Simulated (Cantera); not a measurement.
Input (Python, Cantera) and output of one run.

```python
import numpy as np
import cantera as ct

gas_names = """
    O2 S2
""".split()
cond_names = """
    Na(L) Na2O(c) Na2S(1) Na2SO4(L)
""".split()


# ... load() reads the species with a 1 bar reference pressure and builds the phases ...
species = {s.name: s for s in load("nasa_gas.yaml", gas_names) + load("nasa_condensed.yaml", cond_names)}
T = 1175
g = {n: (s.thermo.h(T) - T * s.thermo.s(T)) / (ct.gas_constant * T * np.log(10)) for n, s in species.items()}
valid = cond_names  # the entries whose range holds T


def stable(la, lb):
    # potentials (over RT ln 10) of the two non-metals from log10 p(O2) and log10 p(S2) in bar
    mu = {}
    mu["O"] = (g["O2"] + la) / 2
    mu["S"] = (g["S2"] + lb) / 2
    cost = {}
    for n in valid:
        c = species[n].composition
        cost[n] = (g[n] - sum(c.get(e, 0) * m for e, m in mu.items())) / c["Na"]
    return min(cost, key=cost.get)


results = []
for lb in [1, -0.3, -1.6, -2.9, -4.2, -5.5, -6.8, -8.2, -9.5, -10.8, -12.1, -13.4, -14.7, -16]:
    row = [stable(la, lb) for la in [-23, -22, -20.9, -19.9, -18.8, -17.8, -16.7, -15.7, -14.7, -13.6, -12.6, -11.5, -10.5, -9.4, -8.4, -7.3, -6.3, -5.3, -4.2, -3.2, -2.1, -1.1, 0, 1]]
    results.append(row)
    print(f"{lb:6.1f}  " + " ".join(f"{valid.index(n):x}" for n in row))
print("key: " + ", ".join(f"{i:x} {n}" for i, n in enumerate(valid)))
```

Output:

```
   1.0  2 2 2 2 2 2 2 2 2 3 3 3 3 3 3 3 3 3 3 3 3 3 3 3
  -0.3  2 2 2 2 2 2 2 2 2 3 3 3 3 3 3 3 3 3 3 3 3 3 3 3
  -1.6  2 2 2 2 2 2 2 2 2 3 3 3 3 3 3 3 3 3 3 3 3 3 3 3
  -2.9  2 2 2 2 2 2 2 2 2 3 3 3 3 3 3 3 3 3 3 3 3 3 3 3
  -4.2  2 2 2 2 2 2 2 2 2 3 3 3 3 3 3 3 3 3 3 3 3 3 3 3
  -5.5  2 2 2 2 2 2 2 2 2 3 3 3 3 3 3 3 3 3 3 3 3 3 3 3
  -6.8  2 2 2 2 2 2 2 2 2 3 3 3 3 3 3 3 3 3 3 3 3 3 3 3
  -8.2  2 2 2 2 2 2 2 2 2 3 3 3 3 3 3 3 3 3 3 3 3 3 3 3
  -9.5  2 2 2 2 2 2 2 2 2 3 3 3 3 3 3 3 3 3 3 3 3 3 3 3
 -10.8  2 2 2 2 2 2 2 2 2 3 3 3 3 3 3 3 3 3 3 3 3 3 3 3
 -12.1  2 2 2 2 2 2 2 2 2 3 3 3 3 3 3 3 3 3 3 3 3 3 3 3
 -13.4  2 2 2 2 2 2 2 2 2 3 3 3 3 3 3 3 3 3 3 3 3 3 3 3
 -14.7  2 2 2 2 2 2 2 2 2 3 3 3 3 3 3 3 3 3 3 3 3 3 3 3
 -16.0  2 2 2 2 2 2 2 2 2 3 3 3 3 3 3 3 3 3 3 3 3 3 3 3
key: 0 Na(L), 1 Na2O(c), 2 Na2S(1), 3 Na2SO4(L)
```

Source: NASA polynomial tables (part measured, part estimated), evaluated in Cantera. Not in the tables: pyrosulfates. Part of the grid cannot be reached: there another gas would pass 10 bar, or a non-metal would condense.
